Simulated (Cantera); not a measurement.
An isothermal, constant-pressure homogeneous reactor starts with H₂ : O₂ = 0.0053 : 1 (molar parts), equivalence ratio 0.0027, at 1275 K and 6.08 Torr.

Computed with Cantera and GRI-Mech 3.0 (53 species, 325 reactions). Radical loss at walls, strong at low pressure, is not modelled.

Predict: x(H₂) at 1.00 s; x(O₂) at 1.00 s; x(H₂O₂) at 1.00 s; x(H) at 1.00 s; x(H₂O) at 1.00 s; x(OH) at 1.00 s; x(O) at 1.00 s.


| Property | Value |
|---|---|
| x(H₂) at 1.00 s | 6.34e-6 (gas-phase equilibrium 3.27e-9) |
| x(O₂) at 1.00 s | 0.992 (gas-phase equilibrium 0.995) |
| x(H₂O₂) at 1.00 s | 4.31e-9 (gas-phase equilibrium 2.14e-11) |
| x(H) at 1.00 s | 4.12e-5 (gas-phase equilibrium 4.71e-10) |
| x(H₂O) at 1.00 s | 0.00506 (gas-phase equilibrium 0.00528) |
| x(OH) at 1.00 s | 0.000387 (gas-phase equilibrium 8.86e-6) |
| x(O) at 1.00 s | 0.00249 (gas-phase equilibrium 1.25e-6) |
